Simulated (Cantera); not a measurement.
**Hydrocarbon pyrolysis for carbon deposition**

An isothermal, constant-pressure homogeneous reactor starts with C₃H₈ : H₂ = 1 : 0.85 (molar parts), at 1600 K and 0.0920 bar.

Computed with Cantera and GRI-Mech 3.0 (53 species, 325 reactions). GRI-Mech 3.0 was tuned for natural gas; its chemistry of propane as a main component is partial and can be far from experiment. GRI-Mech 3.0 stops at C3 and has no aromatics, soot or wall deposition, so with more carbon than oxygen in the feed, carbon stays in small species such as C2H2 where larger ones or solid carbon would form.

```json
[
 {"t (s)": "4.00e-6", "x C₃H₈": "0.529", "x H₂": "0.457", "x CH₃": "0.00608", "x C₂H₆": "0.000196", "x C₂H": "<1e-12", "x C₂H₄": "0.00256", "x H": "0.000113"},
 {"t (s)": "1.59e-5", "x C₃H₈": "0.468", "x H₂": "0.445", "x CH₃": "0.0270", "x C₂H₆": "0.00278", "x C₂H": "1.44e-10", "x C₂H₄": "0.0329", "x H": "0.000348"},
 {"t (s)": "6.28e-5", "x C₃H₈": "0.211", "x H₂": "0.405", "x CH₃": "0.0389", "x C₂H₆": "0.0243", "x C₂H": "3.59e-8", "x C₂H₄": "0.192", "x H": "0.000766"},
 {"t (s)": "0.000249", "x C₃H₈": "0.00892", "x H₂": "0.405", "x CH₃": "0.0110", "x C₂H₆": "0.0156", "x C₂H": "3.89e-7", "x C₂H₄": "0.272", "x H": "0.000751"},
 {"t (s)": "0.000986", "x C₃H₈": "2.06e-5", "x H₂": "0.455", "x CH₃": "0.00203", "x C₂H₆": "0.00162", "x C₂H": "2.18e-7", "x C₂H₄": "0.188", "x H": "0.000217"},
 {"t (s)": "0.00391", "x C₃H₈": "1.23e-7", "x H₂": "0.491", "x CH₃": "0.000637", "x C₂H₆": "0.000136", "x C₂H": "1.02e-7", "x C₂H₄": "0.114", "x H": "7.80e-5"},
 {"t (s)": "0.0155", "x C₃H₈": "3.72e-8", "x H₂": "0.528", "x CH₃": "0.000493", "x C₂H₆": "6.54e-5", "x C₂H": "1.10e-7", "x C₂H₄": "0.0380", "x H": "6.99e-5"},
 {"t (s)": "0.0614", "x C₃H₈": "2.62e-8", "x H₂": "0.555", "x CH₃": "0.000521", "x C₂H₆": "6.56e-5", "x C₂H": "1.44e-7", "x C₂H₄": "0.00296", "x H": "8.62e-5"},
 {"t (s)": "0.243", "x C₃H₈": "1.33e-8", "x H₂": "0.588", "x CH₃": "0.000416", "x C₂H₆": "4.03e-5", "x C₂H": "1.56e-7", "x C₂H₄": "0.00239", "x H": "9.62e-5"},
 {"t (s)": "0.964", "x C₃H₈": "2.26e-9", "x H₂": "0.642", "x CH₃": "0.000223", "x C₂H₆": "1.08e-5", "x C₂H": "1.86e-7", "x C₂H₄": "0.00211", "x H": "0.000120"},
 {"t (s)": "3.82", "x C₃H₈": "2.17e-10", "x H₂": "0.676", "x CH₃": "7.44e-5", "x C₂H₆": "1.34e-6", "x C₂H": "2.18e-7", "x C₂H₄": "0.00211", "x H": "0.000144"},
 {"t (s)": "15.1", "x C₃H₈": "9.33e-11", "x H₂": "0.683", "x CH₃": "3.99e-5", "x C₂H₆": "5.73e-7", "x C₂H": "2.24e-7", "x C₂H₄": "0.00212", "x H": "0.000149"},
 {"t (s)": "60.0", "x C₃H₈": "9.17e-11", "x H₂": "0.683", "x CH₃": "3.93e-5", "x C₂H₆": "5.64e-7", "x C₂H": "2.24e-7", "x C₂H₄": "0.00212", "x H": "0.000149"}
]
```
x: mole fraction; the columns are a selection and need not sum to one.

Equilibrium at this temperature and pressure: C₃H₈ 9.17e-11, H₂ 0.683, CH₃ 3.93e-5, C₂H₆ 5.64e-7, C₂H 2.24e-7, C₂H₄ 0.00212, H 0.000149 (gas phase only).
